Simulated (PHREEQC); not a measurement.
Synthetic water in mg/L, 22 °C, pH 7.49, pe 1:

```json
[
 {"constituent": "Na", "mg/L": "135"},
 {"constituent": "K", "mg/L": "121"},
 {"constituent": "Ca", "mg/L": "85.4"},
 {"constituent": "Mg", "mg/L": "18"},
 {"constituent": "Cl", "mg/L": "183"},
 {"constituent": "S(6) as SO4", "mg/L": "396"},
 {"constituent": "Alkalinity as HCO3", "mg/L": "90.9"},
 {"constituent": "Li", "mg/L": "0.149"},
 {"constituent": "Si as SiO2", "mg/L": "1.33"}
]
```

Valence states are taken as typed.

All values are PHREEQC results (ion-association model, phreeqc.dat), not measurements.

### Question
The ionic strength comes out as 0.0195 mol/kgw. What activity coefficients do SO4-2, Mg+2, K+, MgHCO3+, Na+ get?

### Answer
SO4-2 0.59, Mg+2 0.60, K+ 0.87, MgHCO3+ 0.87, Na+ 0.87.

This is a speciation only: nothing precipitates in the calculation. Complexes and solids missing from the database can't appear.
